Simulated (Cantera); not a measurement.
**Thermodynamics of hydrogen reduction and annealing atmospheres, feed Cr₂O₃ + H₂ + H₂O**

Feed: 1 mol Cr₂O₃, a varied amount of H₂, 3.4 mol H₂O, at 2050 K and 7800 Pa.

Cantera equilibrium calculation (NASA polynomials, part measured and part estimated; ideal gas, pure solids and liquids). Candidate condensed phases: Cr, Cr₂O₃, H₂O; 13 gas species. Equilibrium is a limit: real reactors are often held back by kinetics, nucleation or transport.

From 1.3 mol H₂ to 160 mol H₂ the condensed part is Cr₂O₃(s). From 520 mol H₂ to 1700 mol H₂ nothing is condensed. The main Cr-bearing gas is CrO at 1.3 mol H₂ and Cr at 1700 mol H₂.

```json
[
 {"n(H₂) (mol)": "1.3", "x H₂": "0.274", "x H₂O": "0.720", "x Cr": "1.42e-5", "x H": "0.00425", "x OH": "0.00122", "x CrO": "2.67e-5", "n Cr₂O₃(s)": "1.000"},
 {"n(H₂) (mol)": "4.4", "x H₂": "0.559", "x H₂O": "0.434", "x Cr": "8.85e-5", "x H": "0.00607", "x OH": "0.000515", "x CrO": "4.90e-5", "n Cr₂O₃(s)": "0.999"},
 {"n(H₂) (mol)": "15", "x H₂": "0.807", "x H₂O": "0.185", "x Cr": "0.000553", "x H": "0.00730", "x OH": "0.000182", "x CrO": "9.03e-5", "n Cr₂O₃(s)": "0.994"},
 {"n(H₂) (mol)": "48", "x H₂": "0.919", "x H₂O": "0.0700", "x Cr": "0.00288", "x H": "0.00779", "x OH": "6.48e-5", "x CrO": "0.000157", "n Cr₂O₃(s)": "0.921"},
 {"n(H₂) (mol)": "160", "x H₂": "0.949", "x H₂O": "0.0340", "x Cr": "0.00892", "x H": "0.00791", "x OH": "3.10e-5", "x CrO": "0.000228", "n Cr₂O₃(s)": "0.242"},
 {"n(H₂) (mol)": "520", "x H₂": "0.976", "x H₂O": "0.0121", "x Cr": "0.00376", "x H": "0.00803", "x OH": "1.09e-5", "x CrO": "3.32e-5", "n Cr₂O₃(s)": "0"},
 {"n(H₂) (mol)": "1700", "x H₂": "0.987", "x H₂O": "0.00373", "x Cr": "0.00116", "x H": "0.00807", "x OH": "3.33e-6", "x CrO": "3.14e-6", "n Cr₂O₃(s)": "0"}
]
```
x: gas mole fraction; n: condensed amount in mol.
